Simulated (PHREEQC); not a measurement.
A column of 0.2 m (30 cells, dispersivity 0.007 m, 60 s a shift, diffusion coefficient 3e-10 m²/s) holds 0.038 eq of the database's cation exchanger X per kg of pore water, first in equilibrium with 0.00064 mol/kgw MgSO4 and 1e-05 mol/kgw HCl. It is flushed with 15 mmol/kgw MgSO4, 0.63 mmol/kgw CaCl2 and 0.01 mmol/kgw HCl, at 25 °C. Values are for the last cell. CO2 from the air is kept out. No solid was allowed to form.

Base run: PHREEQC, ion-association model, phreeqc.dat. Each further column changes one thing. The table gives Ca in solution (mol/kgw).

| pore volumes | base | exchange capacity from 0.038 to 0.019 eq/kgw | dispersivity from 0.007 to 0.014 m |
|---|---|---|---|
| 0 | 0 | 0 | 0 |
| 0.35 | 0 | 0 | 0 |
| 0.85 | 3.12e-13 | 2.84e-9 | 5.46e-10 |
| 1.183 | 7.44e-8 | 1.08e-5 | 1.20e-6 |
| 1.517 | 4.69e-6 | [?] | 1.90e-5 |
| 2.017 | 5.93e-5 | 0.000352 | 0.000107 |
| 2.35 | 0.000139 | [?] | 0.000191 |
| 2.683 | 0.000240 | 0.000553 | 0.000278 |
| 3.017 | 0.000341 | [?] | 0.000356 |
| 3.517 | 0.000464 | 0.000619 | 0.000452 |
| 3.85 | 0.000521 | [?] | 0.000499 |
| 4.183 | 0.000561 | 0.000628 | 0.000535 |
| 4.683 | 0.000597 | 0.000629 | 0.000573 |
| 5.017 | 0.000610 | 0.000630 | [?] |

Problem. Some entries are withheld; supply them.

Solution. 
- 1.517, exchange capacity from 0.038 to 0.019 eq/kgw: 0.000109
- 2.35, exchange capacity from 0.038 to 0.019 eq/kgw: 0.000476
- 3.017, exchange capacity from 0.038 to 0.019 eq/kgw: 0.000594
- 3.85, exchange capacity from 0.038 to 0.019 eq/kgw: 0.000625
- 5.017, dispersivity from 0.007 to 0.014 m: 0.000589
